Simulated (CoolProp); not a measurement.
Aqueous potassium carbonate as a coolant, at -1 °C, 1 atm.

Values from CoolProp's Melinder's fits for secondary coolants.

```csv
mass %,freezing point (°C),Prandtl number,conductivity (W/(m K)),density (kg/m³),cp (kJ/(kg K))
8.7,-3.1,14.4,0.556,1084,3.712
12.3,-4.6,15.0,0.552,1119,3.567
16,-6.4,15.9,0.548,1157,3.427
19.6,-8.5,17.1,0.545,1194,3.291
23.2,-11.2,18.8,0.541,1233,3.157
26.8,-14.7,21.1,0.538,1272,3.029
30.4,-19.2,24.4,0.534,1313,2.912
```
